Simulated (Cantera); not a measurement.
An adiabatic, constant-volume homogeneous reactor starts with 50.2 % H2, 10.4 % O2, 39.3 % N2, at 998 K and 10.0 bar.

Computed with Cantera and the H2/O2 subset of GRI-Mech 3.0, which has no nitrogen chemistry. The hydrogen kinetics of GRI-Mech 3.0 are dated; newer H2 mechanisms differ, most at raised pressure.

Question: Predict: time of steepest temperature rise; temperature at 1.00 s; equilibrium temperature; x(H2) at 1.00 s; x(O2) at 1.00 s; x(H) at 1.00 s; x(H2O2) at 1.00 s; x(HO2) at 1.00 s; x(O) at 1.00 s; x(H2O) at 1.00 s.

Answer: 
```
Property                                                            Result
---------------------------------  ---------------------------------------
time of steepest temperature rise                                  5.98 ms
temperature at 1.00 s                                               2805 K
equilibrium temperature                                             2805 K
x(H2) at 1.00 s                        0.322 (gas-phase equilibrium 0.322)
x(O2) at 1.00 s                    1.00e-5 (gas-phase equilibrium 1.00e-5)
x(H) at 1.00 s                     0.00945 (gas-phase equilibrium 0.00945)
x(H2O2) at 1.00 s                  4.64e-8 (gas-phase equilibrium 4.64e-8)
x(HO2) at 1.00 s                   5.66e-8 (gas-phase equilibrium 5.66e-8)
x(O) at 1.00 s                     3.50e-5 (gas-phase equilibrium 3.50e-5)
x(H2O) at 1.00 s                       0.230 (gas-phase equilibrium 0.230)
```
